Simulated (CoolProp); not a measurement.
Properties of neopentane along the isobar 30 bar.

The numbers come from the reference Helmholtz-energy equation of state, Lemmon 2006 in CoolProp. It is a short technical equation, of lower accuracy than the large ones.

```json
[
 {"T (°C)": "31.95", "phase": "liquid", "cv (kJ/(kg K))": "1.751", "Joule-Thomson coefficient (K/MPa)": "-0.3176", "isothermal compressibility (1/MPa)": "0.003154", "expansivity (1/kK)": "1.866", "fugacity coefficient": "0.07572"},
 {"T (°C)": "56.45", "phase": "liquid", "cv (kJ/(kg K))": "1.857", "Joule-Thomson coefficient (K/MPa)": "-0.2103", "isothermal compressibility (1/MPa)": "0.004456", "expansivity (1/kK)": "2.158", "fugacity coefficient": "0.1418"},
 {"T (°C)": "80.95", "phase": "liquid", "cv (kJ/(kg K))": "1.964", "Joule-Thomson coefficient (K/MPa)": "-0.05352", "isothermal compressibility (1/MPa)": "0.006759", "expansivity (1/kK)": "2.615", "fugacity coefficient": "0.2367"},
 {"T (°C)": "105.35", "phase": "liquid", "cv (kJ/(kg K))": "2.072", "Joule-Thomson coefficient (K/MPa)": "0.2123", "isothermal compressibility (1/MPa)": "0.01153", "expansivity (1/kK)": "3.423", "fugacity coefficient": "0.3591"},
 {"T (°C)": "129.85", "phase": "liquid", "cv (kJ/(kg K))": "2.187", "Joule-Thomson coefficient (K/MPa)": "0.8117", "isothermal compressibility (1/MPa)": "0.02545", "expansivity (1/kK)": "5.315", "fugacity coefficient": "0.5048"},
 {"T (°C)": "154.35", "phase": "liquid", "cv (kJ/(kg K))": "2.363", "Joule-Thomson coefficient (K/MPa)": "4.785", "isothermal compressibility (1/MPa)": "0.2214", "expansivity (1/kK)": "23.03", "fugacity coefficient": "0.6602"},
 {"T (°C)": "178.85", "phase": "gas", "cv (kJ/(kg K))": "2.392", "Joule-Thomson coefficient (K/MPa)": "11.96", "isothermal compressibility (1/MPa)": "0.6185", "expansivity (1/kK)": "9.863", "fugacity coefficient": "0.7310"},
 {"T (°C)": "203.35", "phase": "gas", "cv (kJ/(kg K))": "2.452", "Joule-Thomson coefficient (K/MPa)": "8.401", "isothermal compressibility (1/MPa)": "0.4905", "expansivity (1/kK)": "5.988", "fugacity coefficient": "0.7760"},
 {"T (°C)": "227.85", "phase": "gas", "cv (kJ/(kg K))": "2.531", "Joule-Thomson coefficient (K/MPa)": "6.521", "isothermal compressibility (1/MPa)": "0.4394", "expansivity (1/kK)": "4.496", "fugacity coefficient": "0.8112"},
 {"T (°C)": "252.35", "phase": "gas", "cv (kJ/(kg K))": "2.616", "Joule-Thomson coefficient (K/MPa)": "5.306", "isothermal compressibility (1/MPa)": "0.4111", "expansivity (1/kK)": "3.674", "fugacity coefficient": "0.8397"},
 {"T (°C)": "276.85", "phase": "gas", "cv (kJ/(kg K))": "2.702", "Joule-Thomson coefficient (K/MPa)": "4.442", "isothermal compressibility (1/MPa)": "0.3929", "expansivity (1/kK)": "3.144", "fugacity coefficient": "0.8633"}
]
```
